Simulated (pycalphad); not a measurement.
Computed with pycalphad from the COST 507 light-alloy database (1999), at 1 atm. The database dates from 1999; later assessments differ in places, in temperatures and in the compounds included. Kinetics are ignored, which matters at the lower temperatures.

Y-1.703Si (wt.%): equilibrium cooling sequence

```json
[
 {"T (K)": "1654.4", "phases above": "liquid", "phases below": "hcp + liquid"},
 {"T (K)": "1528.0", "phases above": "hcp + liquid", "phases below": "hcp + SI3Y5"}
]
```

Changes were sought between steps of 100 K, so a narrower field can be missed.

Database names, with the compositions (at.%) that they take in these runs: SI3Y5: Y 62 Si 37.
